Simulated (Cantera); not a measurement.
Mixture: H2 : O2 : N2 = 1 : 1.06 : 4.79 (molar parts), equivalence ratio 0.47, at 6980 Torr, adiabatic and at constant pressure. Ignition delay is the time to a rise of 400 K.

Model: the H2/O2 subset of GRI-Mech 3.0, which has no nitrogen chemistry, integrated in Cantera. The hydrogen kinetics of GRI-Mech 3.0 are dated; newer H2 mechanisms differ, most at raised pressure. Where the delays flatten at high temperature, the 400 K rule measures the pace of heat release, not the induction time.

**Question.** Predict: delay at 1000 K; delay at 1200 K; delay at 1400 K; delay at 1600 K; delay at 1800 K.

**Answer.** 
| Item | Value |
|---|---|
| delay at 1000 K | 14.4 ms |
| delay at 1200 K | 58.8 µs |
| delay at 1400 K | 3.15 µs |
| delay at 1600 K | 1.57 µs |
| delay at 1800 K | 1.15 µs |
